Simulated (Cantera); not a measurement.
**Hydrocarbon pyrolysis for carbon deposition**

An isothermal, constant-pressure homogeneous reactor starts with 1.56 % C2H6, 98.4 % H2, at 1223 K and 0.0247 atm.

Detailed kinetics in Cantera: GRI-Mech 3.0 (53 species, 325 reactions). GRI-Mech 3.0 stops at C3 and has no aromatics, soot or wall deposition, so with more carbon than oxygen in the feed, carbon stays in small species such as C2H2 where larger ones or solid carbon would form. Radical loss at walls, strong at low pressure, is not modelled.

```
t (s)       x C2H6   x H2    x C2H2     x C2H    x C2H4      x H     x CH2
--------  --------  -----  --------  --------  --------  -------  --------
3.00e-5     0.0156  0.984    <1e-12    <1e-12  5.38e-10  5.01e-8    <1e-12
7.17e-5     0.0156  0.984    <1e-12    <1e-12   1.27e-8  2.19e-7    <1e-12
0.000172    0.0156  0.984    <1e-12    <1e-12   2.36e-7  7.77e-7    <1e-12
0.000410    0.0156  0.984  1.16e-11    <1e-12   2.94e-6  2.27e-6  1.41e-12
0.000981    0.0156  0.984  6.69e-10    <1e-12   2.46e-5  5.83e-6  5.16e-12
0.00235     0.0154  0.984   2.69e-8    <1e-12  0.000158  1.39e-5  2.75e-11
0.00561     0.0146  0.984   8.36e-7    <1e-12  0.000844  3.11e-5  2.18e-10
0.0134      0.0110  0.983   1.87e-5    <1e-12   0.00345  6.01e-5   1.10e-9
0.0321     0.00377  0.981  0.000208  3.84e-12   0.00802  7.97e-5   1.22e-9
0.0767    0.000425  0.980  0.000788  8.94e-12   0.00960  4.90e-5  2.61e-10
0.183      5.67e-5  0.980   0.00144  6.83e-12   0.00918  2.05e-5  4.33e-11
0.439      2.46e-5  0.980   0.00207  4.68e-12   0.00856  9.80e-6  1.00e-11
1.05       1.99e-5  0.980   0.00286  4.71e-12   0.00773  7.10e-6  5.32e-12
2.51       1.62e-5  0.980   0.00423  6.58e-12   0.00632  6.72e-6  4.76e-12
6.00       1.08e-5  0.980   0.00624  9.07e-12   0.00424  6.28e-6  4.15e-12
```
x: mole fraction; the columns are a selection and need not sum to one.

Equilibrium at this temperature and pressure: C2H6 7.23e-7, H2 0.970, C2H2 0.00125, C2H <1e-12, C2H4 0.000257, H 1.89e-6, CH2 1.08e-12 (gas phase only).
